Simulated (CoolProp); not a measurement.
Computed with CoolProp (reference Helmholtz-energy equation of state, Lemmon 2005). It is a short technical equation, of lower accuracy than the large ones.

For isobutene, give the phase and the cv (kJ/(kg K)), Joule-Thomson coefficient (K/MPa) at 276.85 °C and 0.00635 MPa; 276.85 °C and 0.0201 MPa; 276.85 °C and 0.635 MPa.


- 276.85 °C and 0.00635 MPa: gas; cv 2.34, Joule-Thomson coefficient 4.01
- 276.85 °C and 0.0201 MPa: gas; cv 2.34, Joule-Thomson coefficient 4.01
- 276.85 °C and 0.635 MPa: gas; cv 2.34, Joule-Thomson coefficient 4.09
